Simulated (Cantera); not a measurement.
Input: 1 mol Si, 0.15 mol CO2, a varied amount of N2, 1.6 mol O2, equilibrated at 2025 K and 0.100 bar.

Cantera equilibrium calculation (NASA polynomials, part measured and part estimated; ideal gas, pure solids and liquids). Candidate condensed phases: C, Si, SiC, SiO2, Si2N2O, Si3N4; 34 gas species. The tables hold silica as quartz up to 1696 K and as liquid above; real silica turns to tridymite and cristobalite and melts near 1996 K. Equilibrium is a limit: real reactors are often held back by kinetics, nucleation or transport.

x: gas mole fraction; n: condensed amount in mol.

```
n(N2) (mol)   x N2      x O2     x CO2      x NO       x O      x CO  n SiO2(l)
-----------  -----  --------  --------  --------  --------  --------  ---------
25           0.969    0.0217   0.00563         ?  0.000377  0.000196      1.000
64           0.987   0.00830   0.00219         ?  0.000233  0.000124      0.999
100          0.992   0.00520   0.00139         ?  0.000184   9.91e-5      0.998
140          0.994   0.00363  0.000982         ?  0.000154   8.37e-5      0.997
180          0.995   0.00277  0.000756         ?  0.000135   7.38e-5      0.995
220          0.996   0.00223  0.000613         ?  0.000121   6.67e-5      0.994
260          0.997   0.00186  0.000514  0.000867  0.000110   6.13e-5      0.992
300          0.997   0.00159  0.000442  0.000801  0.000102   5.70e-5      0.990
340          0.997   0.00138  0.000387  0.000748   9.51e-5   5.35e-5      0.988
380          0.998   0.00122  0.000343  0.000703   8.94e-5   5.05e-5      0.986
420          0.998   0.00109  0.000308  0.000665   8.45e-5   4.80e-5      0.984
450          0.998   0.00101  0.000286  0.000640   8.13e-5   4.63e-5      0.982
490          0.998  0.000920  0.000261  0.000611   7.76e-5   4.43e-5      0.979
```

### Question
Fill in the missing entries.

### Answer

- 25, x NO: 0.00293
- 64, x NO: 0.00182
- 100, x NO: 0.00145
- 140, x NO: 0.00121
- 180, x NO: 0.00106
- 220, x NO: 0.000949
